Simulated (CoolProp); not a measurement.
A Linde-Hampson liquefier for normal hydrogen: isothermal reversible compression at 230 K from 1 atm to 40 MPa, throttling to 1 atm, return gas leaving the recuperator 5 K below the feed. Each further row changes one setting.

The numbers come from the reference Helmholtz-energy equation of state, Leachman 2009 in CoolProp.

| case | compression work (kJ/kg of gas) |
|---|---|
| as stated | 5950 |
| high pressure 80 MPa | 6920 |
| warm-end temperature 260 K | 6700 |
| warm-end gap 10 K | 5950 |
